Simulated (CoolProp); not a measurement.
Vapour-liquid equilibrium of R22 (1) + R123 (2) at 0.0882 MPa; x and y are mole fractions of (1).

Model: multi-fluid Helmholtz-energy mixture model, Kamei 1995 and Younglove 1994; pair parameters Bell 2016, in CoolProp.

| x | bubble temperature, mixture model (K) | bubble temperature, Raoult's law (K) | y, mixture model | y, Raoult's law |
|---|---|---|---|---|
| 0.05 | 286.4 | 285.1 | 0.368 | 0.409 |
| 0.2 | 263.9 | 263.5 | 0.803 | 0.813 |
| 0.35 | 251.2 | 251.7 | 0.918 | 0.919 |
| 0.5 | 243.2 | 243.9 | 0.959 | 0.960 |
| 0.65 | 237.8 | 238.3 | 0.979 | 0.980 |
| 0.8 | 233.8 | 234.0 | 0.990 | 0.991 |
| 0.95 | 230.5 | 230.5 | 0.998 | 0.998 |

The largest gap from Raoult's law is +1.3 K in bubble temperature, at x = 0.05. No azeotrope shows between x = 0.05 and 0.95.

Pair parameters are fitted to limited data, so mixtures are less certain than the pure fluids. The gap from Raoult's law changes sign with composition, which may be real or a fault of the pair parameters; it wasn't checked against measurements.
